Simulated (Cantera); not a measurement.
Input (Python, Cantera) and output of one run.

```python
import numpy as np
import cantera as ct

gas_names = [...]  # 151 gases of nasa_gas.yaml made of C, H, N, O, Si
cond_names = """
    C(gr) C6H6(L) C7H8(L) C8H18(L),n-octa H2O(s) H2O(L) Si(cr) Si(L) SiC(b) SiO2(Lqz) SiO2(hqz) SiO2(L)
    Si2N2O(s) Si3N4(a)
""".split()


# ... load() reads the species with a 1 bar reference pressure and builds the phases ...
atoms = {
    'SiH4': {'Si': 1, 'H': 4},
    'CO2': {'C': 1, 'O': 2},
    'N2': {'N': 2},
}
top_T = {'C(gr)': 4500, 'SiC(b)': 3050, 'Si2N2O(s)': 2100, 'Si3N4(a)': 2400}  # K; cautious upper limits of use, not melting points


# ... equilibrate(T, P, feed) seeds the gas with the atoms and calls Mixture.equilibrate('TP', solver="vcs", rtol=1e-11, max_steps=5000) ...
results = []
feed = {'SiH4': 1, 'CO2': 3.4, 'N2': 22}  # mol
T = 773  # K
P = 30000  # Pa
mix = equilibrate(T, P, feed)
results.append((T, P, feed, dict(zip(mix.species_names, mix.species_moles))))
x = sorted(zip(gas.X, gas.species_names), reverse=True)
print(f"T = {T:g} K  P = {P:g} Pa  gas = {mix.phase_moles(0):.4g} mol")
print("   x: " + "  ".join(f"{s} {v:.3e}" for v, s in x if v > 0.001))
print("   condensed (mol): " + ("  ".join(f"{mix.phase(i).name} {mix.phase_moles(i):.4g}"
      for i in range(1, mix.n_phases) if mix.phase_moles(i) > 1e-12) or "none"))
```

Output:

```
T = 773 K  P = 30000 Pa  gas = 26.46 mol
   x: N2 8.313e-01  CO2 6.500e-02  H2 5.070e-02  CO 2.978e-02  H2O 2.159e-02  CH4 1.633e-03
   condensed (mol): C(gr) 0.8484  SiO2(Lqz) 1
```

These are equilibrium values from Cantera (NASA tables, ideal gas, pure condensed phases), not measurements of a reactor.
